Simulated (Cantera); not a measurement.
## Adiabatic ignition

An adiabatic, constant-pressure homogeneous reactor starts with 4.78 % CH4, 2.58 % CO, 18.7 % O2, 70.2 % N2, 3.73 % CO2, at 1525 K and 1.40 bar.

Computed with Cantera and GRI-Mech 3.0 (53 species, 325 reactions).

| t (s) | T (K) | x CH4 | x CO | x O2 | x NO2 | x CH2 | x C2H4 | x N2O |
|---|---|---|---|---|---|---|---|---|
| 3.00e-6 | 1525 | 0.0478 | 0.0258 | 0.187 | <1e-12 | <1e-12 | <1e-12 | <1e-12 |
| 9.76e-6 | 1525 | 0.0478 | 0.0258 | 0.187 | <1e-12 | <1e-12 | 4.63e-11 | 3.23e-12 |
| 3.18e-5 | 1525 | 0.0478 | 0.0258 | 0.187 | <1e-12 | 6.38e-12 | 2.77e-9 | 2.30e-11 |
| 0.000103 | 1525 | 0.0477 | 0.0258 | 0.187 | <1e-12 | 1.30e-10 | 2.24e-7 | 1.55e-10 |
| 0.000337 | 1529 | 0.0466 | 0.0258 | 0.186 | <1e-12 | 8.04e-9 | 3.73e-5 | 1.57e-9 |
| 0.00110 | 2500 | <1e-12 | 0.0123 | 0.0808 | 3.45e-7 | <1e-12 | <1e-12 | 7.13e-7 |
| 0.00357 | 2506 | <1e-12 | 0.0114 | 0.0794 | 1.95e-6 | <1e-12 | <1e-12 | 7.26e-7 |
| 0.0116 | 2498 | <1e-12 | 0.0112 | 0.0768 | 5.34e-6 | <1e-12 | <1e-12 | 7.50e-7 |
| 0.0378 | 2493 | <1e-12 | 0.0110 | 0.0748 | 7.88e-6 | <1e-12 | <1e-12 | 7.86e-7 |
| 0.123 | 2492 | <1e-12 | 0.0110 | 0.0746 | 8.06e-6 | <1e-12 | <1e-12 | 7.89e-7 |
| 0.400 | 2492 | <1e-12 | 0.0110 | 0.0746 | 8.06e-6 | <1e-12 | <1e-12 | 7.89e-7 |
x: mole fraction; the columns are a selection and need not sum to one.

```
Quantity                                                           Value
---------------------------------  -------------------------------------
time of steepest temperature rise                               0.602 ms
temperature at 0.400 s                                            2492 K
equilibrium temperature                                           2492 K
x(CH4) at 0.400 s                  <1e-12 (gas-phase equilibrium <1e-12)
x(CO) at 0.400 s                   0.0110 (gas-phase equilibrium 0.0110)
x(O2) at 0.400 s                   0.0746 (gas-phase equilibrium 0.0746)
```
